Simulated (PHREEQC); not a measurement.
Acid rinse or clean

Dissolve 2.8 mmol/kgw HBr and 13 mmol/kgw CuCl2 at 90 °C. Closed to the air; pH follows from the charge balance.

Model: ion-association model, phreeqc.dat, run in PHREEQC.

| Property | Result |
|---|---|
| pH | 2.62 |
| ionic strength | 0.0343 mol/kgw |
| total alkalinity | -2.80 meq/kg |

```tsv
species	molality	activity	log γ
Cl-	0.0222	0.0182	-0.088
Cu+2	0.00928	0.00450	-0.315
CuCl+	0.00366	0.00300	-0.087
H+	0.00280	0.00239	-0.069
Br-	0.00280	0.00227	-0.091
CuCl2	5.17e-5	5.22e-5	0.003
Cu2(OH)2+2	6.81e-8	3.10e-8	-0.342
CuOH+	2.30e-8	1.88e-8	-0.087
CuCl3-	1.06e-8	8.66e-9	-0.087
```

This is a speciation only: nothing precipitates in the calculation. Constants without temperature data keep their 25 °C values here.
